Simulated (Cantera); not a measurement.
What does this Cantera script print?

```python
import numpy as np
import cantera as ct

gas_names = [...]  # 109 gases of nasa_gas.yaml made of C, Cl, H, Si
cond_names = """
    C(gr) C6H6(L) C7H8(L) C8H18(L),n-octa Si(cr) Si(L) SiC(b)
""".split()


# ... load() reads the species with a 1 bar reference pressure and builds the phases ...
atoms = {
    '(CH3)2SiCl2': {'C': 2, 'H': 6, 'Si': 1, 'CL': 2},
    'C2H2': {'C': 2, 'H': 2},
    'H2': {'H': 2},
}
top_T = {'C(gr)': 4500, 'SiC(b)': 3050}  # K; cautious upper limits of use, not melting points


# ... equilibrate(T, P, feed) seeds the gas with the atoms and calls Mixture.equilibrate('TP', solver="gibbs", rtol=1e-10, max_steps=50000) ...
results = []
feed = {'(CH3)2SiCl2': 1, 'C2H2': 0.32, 'H2': 8.6}  # mol
T = 1000  # K
for P in [100, 400, 1600, 6300, 25000, 100000]:
    mix = equilibrate(T, P, feed)
    results.append((T, P, feed, dict(zip(mix.species_names, mix.species_moles))))

top = {s: max(r[3][s] / sum(r[3][g] for g in gas_names) for r in results) for s in gas_names}
cols = sorted((s for s in top if top[s] > 1e-06), key=lambda s: -top[s])[:9]
seen = [c for c in cond_names if any(r[3].get(c, 0) > 1e-12 for r in results)]
print("log10 of partial pressures in bar; condensed amounts in mol")
print(f"{'P/Pa':>10s}" + "".join(f"{s[:9]:>10s}" for s in cols + seen))
for T, P, feed, n in results:
    ng = sum(n[g] for g in gas_names)
    print(f"{P:10.4g}" + "".join(f"{np.log10(max(n[s] / ng * P / 1e5, 1e-99)):10.3f}" for s in cols)
          + "".join(f"{n.get(c, 0):10.4g}" for c in seen))
```

Result:

```
log10 of partial pressures in bar; condensed amounts in mol
      P/Pa        H2       HCL       CH4     SiCL4    SiHCL3     SiCL3   SiH2CL2     SiCL2     C(gr)    SiC(b)
       100    -3.071    -3.825    -7.162    -5.897    -7.295    -7.519    -9.661    -7.757     1.657    0.9824
       400    -2.465    -3.253    -5.951    -4.820    -6.185    -6.712    -8.517    -7.219     1.688    0.9484
      1600    -1.857    -2.712    -4.734    -3.873    -5.170    -6.001    -7.435    -6.745     1.739    0.8865
      6300    -1.255    -2.206    -3.531    -3.053    -4.255    -5.386    -6.423    -6.335     1.771    0.8098
   2.5e+04    -0.656    -1.719    -2.332    -2.304    -3.393    -4.824    -5.449    -5.961     1.677     0.732
     1e+05    -0.073    -1.247    -1.165    -1.582    -2.560    -4.283    -4.505    -5.600     1.177    0.6583
```

These are equilibrium values from Cantera (NASA tables, ideal gas, pure condensed phases), not measurements of a reactor. The feed counts by its element totals alone. The tables' values for SiCl3 are old estimates; treat these amounts as uncertain.
